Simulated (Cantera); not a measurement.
What does this Cantera script print?

```python
import numpy as np
import cantera as ct

gas = ct.Solution("gri30.yaml")
gas.TPX = 1373, 880000, {'H2': 1, 'O2': 0.806, 'N2': 3.55}
reactor = ct.IdealGasConstPressureReactor(gas, energy="on", clone=False)
net = ct.ReactorNet([reactor])
net.rtol, net.atol = 1e-08, 1e-16
show = ['H2', 'O2', 'OH', 'O', 'H']
times = np.geomspace(5e-06, 0.9, 12)

steps = ct.SolutionArray(gas, extra=["t"])
rows = []
print(f"{'t/s':>10s}{'T/K':>9s}{'P/Pa':>11s}" + "".join(f"{s:>11s}" for s in show))
for t in times:
    while net.time < t:
        t_next = net.step()
        steps.append(gas.state, t=t_next)
    rows.append([np.interp(t, steps.t, y) for y in (steps.T, steps.P, *steps(*show).X.T)])
    print(f"{t:10.3e}{rows[-1][0]:9.1f}{rows[-1][1]:11.4g}" + "".join(f"{x:11.3e}" for x in rows[-1][2:]))
rate = np.gradient(steps.T, steps.t)
print("integrator steps:", len(steps.t))
if steps.T.max() > steps.T[0] + 200:
    print(f"time of steepest temperature rise: {steps.t[rate.argmax()]:.4e} s")
gas.TPX = 1373, 880000, {'H2': 1, 'O2': 0.806, 'N2': 3.55}
gas.equilibrate("HP")
print(f"equilibrium (HP): T = {gas.T:.1f} K  " + "  ".join(f"{s} {gas[s].X[0]:.3e}" for s in show))
```

Result:

```
       t/s      T/K       P/Pa         H2         O2         OH          O          H
 5.000e-06   2390.1    8.8e+05  1.206e-02  5.957e-02  2.096e-02  9.500e-03  7.828e-03
 1.502e-05   2598.6    8.8e+05  2.757e-03  6.007e-02  1.200e-02  2.067e-03  7.318e-04
 4.513e-05   2601.7    8.8e+05  2.593e-03  6.002e-02  1.169e-02  1.949e-03  6.686e-04
 1.356e-04   2600.7    8.8e+05  2.588e-03  5.974e-02  1.165e-02  1.936e-03  6.652e-04
 4.074e-04   2597.9    8.8e+05  2.573e-03  5.895e-02  1.152e-02  1.898e-03  6.558e-04
 1.224e-03   2591.3    8.8e+05  2.541e-03  5.713e-02  1.122e-02  1.813e-03  6.344e-04
 3.677e-03   2582.9    8.8e+05  2.501e-03  5.479e-02  1.084e-02  1.708e-03  6.079e-04
 1.105e-02   2580.5    8.8e+05  2.489e-03  5.412e-02  1.073e-02  1.679e-03  6.004e-04
 3.319e-02   2580.5    8.8e+05  2.489e-03  5.411e-02  1.073e-02  1.678e-03  6.003e-04
 9.971e-02   2580.5    8.8e+05  2.489e-03  5.411e-02  1.073e-02  1.678e-03  6.003e-04
 2.996e-01   2580.5    8.8e+05  2.489e-03  5.411e-02  1.073e-02  1.678e-03  6.003e-04
 9.000e-01   2580.5    8.8e+05  2.489e-03  5.411e-02  1.073e-02  1.678e-03  6.003e-04
integrator steps: 1210
time of steepest temperature rise: 3.4311e-06 s
equilibrium (HP): T = 2580.5 K  H2 2.489e-03  O2 5.411e-02  OH 1.073e-02  O 1.678e-03  H 6.003e-04
```

Model: GRI-Mech 3.0 (53 species, 325 reactions), integrated in Cantera. The hydrogen kinetics of GRI-Mech 3.0 are dated; newer H2 mechanisms differ, most at raised pressure.
